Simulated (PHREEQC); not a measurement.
A PHREEQC input (ion-association model, phreeqc.dat):

```
SOLUTION 1
  temp 25
  units mg/L
  pH 5.7
  pe 11.5
  Na 2.4
  K 4.25
  Ca 5,74
  Mg 0.671
  Cl 6.51
  S(6) 14.4 as SO4
  Alkalinity 5.11 as HCO3
  Sr 0.481
END
USE solution 1
EQUILIBRIUM_PHASES 1
  CO2(g) -2 10
END
```

The run finishes without an error or a warning.

Its last state differs from that of the intended input:

```csv
quantity,as run,intended
ionic strength (mol/kgw),0.000844,0.000879
SI of Gypsum (CaSO4:2H2O),-3.28,-3.22
```

Task: One thing in the input isn't as intended. What explains the difference?

Result: One answer among several that fit: The fault: a decimal comma in the Ca value. The line should read `Ca 5.74` where the input has `Ca 5,74`.
